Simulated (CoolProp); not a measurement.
R227EA at several states: density (kg/m³) from the reference equation and from simpler models built on Tc = 101.8 °C, pc = 2.925 MPa, ω = 0.358; each cubic takes its own stable root.

Computed with CoolProp (reference Helmholtz-energy equation of state, Lemmon 2016).

```csv
T (°C),p (MPa),phase,reference,van der Waals,Redlich-Kwong,Soave-Redlich-Kwong
-113.65,5.58,liquid,1849,1107,1632,1667
-109.95,0.227,liquid,1832,1083,1613,1653
133.05,0.719,gas,38.74,38.63,38.87,38.70
193.15,0.0583,gas,2.565,2.566,2.566,2.564
196.85,0.172,gas,7.550,7.559,7.561,7.546
```
